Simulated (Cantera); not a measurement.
Feed: 1 mol FeS2, 410 mol H2, equilibrated at 2073 K and 0.0160 bar.

Equilibrium computed with Cantera from the NASA thermochemical tables; the gas is ideal and each condensed phase is pure. Candidate condensed phases: Fe, FeS, FeS2, S; 8 gas species. The numbers say what is thermodynamically allowed, not how fast it happens.

Base state: H2 0.973, H 0.0205, Fe 0.00240, SH 0.00176, H2S 0.00128, S 0.000852, S2 0.000456 (mole fractions); condensed: gas only.

Question: What changes in the equilibrium state with this change: pressure from 0.0160 bar to 0.00750 bar?

Answer: 
```json
[
 {"species": "H2", "before": "0.973", "after": "0.963"},
 {"species": "H", "before": "0.0205", "after": "0.0298"},
 {"species": "Fe", "before": "0.00240", "after": "0.00239"},
 {"species": "H2S", "before": "0.00128", "after": "0.000869"},
 {"species": "S", "before": "0.000852", "after": "0.00125"},
 {"species": "SH", "before": "0.00176", "after": "0.00175"},
 {"species": "S2", "before": "0.000456", "after": "0.000457"}
]
```

Question: What changes in the equilibrium state with this change: FeS2 replaced by Cr2O3?

Answer: 
```
species   before    after
-------  -------  -------
H2         0.973    0.968
H         0.0205   0.0205
H2O            0  0.00716
Cr             0  0.00478
Fe       0.00240        0
SH       0.00176        0
H2S      0.00128        0
```
Further candidate phases: Cr, Cr2O3, H2O.

Question: What changes in the equilibrium state with this change: temperature from 2073 K to 1873 K?

Answer: 
| species | before | after |
|---|---|---|
| H2 | 0.973 | 0.988 |
| H | 0.0205 | 0.00507 |
| Fe | 0.00240 | 0.00242 |
| H2S | 0.00128 | 0.00241 |
| S | 0.000852 | 0.000233 |
| SH | 0.00176 | 0.00119 |
| S2 | 0.000456 | 0.000509 |
